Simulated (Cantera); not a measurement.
## Hydrocarbon pyrolysis for carbon deposition

An isothermal, constant-pressure homogeneous reactor starts with 0.870 % CH₄, 95.7 % N₂, 3.39 % H₂O, at 1925 K and 0.800 bar.

Cantera simulation using GRI-Mech 3.0 (53 species, 325 reactions); the numbers are that mechanism's predictions, not measurements.

| t (s) | x CH₄ | x CH₂ | x HCN | x C₂H | x H |
|---|---|---|---|---|---|
| 8.00e-6 | 0.00868 | 5.21e-9 | 3.07e-12 | <1e-12 | 3.01e-6 |
| 2.76e-5 | 0.00863 | 5.72e-8 | 7.15e-11 | <1e-12 | 3.18e-6 |
| 9.55e-5 | 0.00842 | 4.97e-7 | 2.52e-9 | 1.85e-11 | 4.61e-6 |
| 0.000330 | 0.00729 | 3.16e-6 | 1.75e-7 | 8.05e-9 | 2.00e-5 |
| 0.00114 | 0.00349 | 3.28e-6 | 3.93e-6 | 2.12e-7 | 6.40e-5 |
| 0.00394 | 0.000974 | 1.48e-6 | 1.50e-5 | 3.69e-7 | 0.000106 |
| 0.0136 | 0.000381 | 7.49e-7 | 3.44e-5 | 3.10e-7 | 0.000146 |
| 0.0470 | 0.000249 | 3.23e-7 | 5.87e-5 | 1.05e-7 | 0.000160 |
| 0.162 | 3.74e-5 | 3.45e-8 | 4.64e-5 | 5.17e-9 | 0.000163 |
| 0.561 | 6.43e-10 | <1e-12 | 1.74e-6 | <1e-12 | 0.000177 |
| 1.94 | <1e-12 | <1e-12 | 1.08e-8 | <1e-12 | 0.000177 |
| 6.70 | <1e-12 | <1e-12 | 3.42e-9 | <1e-12 | 0.000177 |
| 23.2 | <1e-12 | <1e-12 | 2.36e-9 | <1e-12 | 0.000177 |
| 80.0 | <1e-12 | <1e-12 | 2.35e-9 | <1e-12 | 0.000177 |
x: mole fraction; the columns are a selection and need not sum to one.

Equilibrium at this temperature and pressure: CH₄ <1e-12, CH₂ <1e-12, HCN 2.35e-9, C₂H <1e-12, H 0.000177 (gas phase only).
